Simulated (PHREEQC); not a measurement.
Make-up at 20 °C: 0.0021 mol/kgw Cu(BF4)2 and 0.0072 mol/kgw HBF4. It is in equilibrium with CO2 at log p = -1 (atm). Otherwise closed; pH follows from the charge balance.

All values are PHREEQC results (ion-association model, wateq4f.dat), not measurements.

| quantity | before | after |
|---|---|---|
| pH | 2.22 | 2.23 |
| ionic strength (mol/kgw) | 0.0129 | 0.0382 |
| BF4- (mol/kgw) | 0.00937 | 0.0252 |
| H3BO3 (mol/kgw) | 0.00128 | 0.00141 |
| F- (mol/kgw) | 0.000697 | 0.000927 |

**Question.** Which change was made?
A. diluted 5-fold with water
B. HBF4 left out
C. 0.0033 mol/kgw Na2CO3 added
D. Cu(BF4)2 from 0.0021 to 0.0105 mol/kgw
E. Cu(BF4)2 replaced by NaHF2 at the same molality

**Answer.** D, Cu(BF4)2 from 0.0021 to 0.0105 mol/kgw

No solid was allowed to form. Real BF4- forms and hydrolyses slowly; the run takes it at equilibrium.
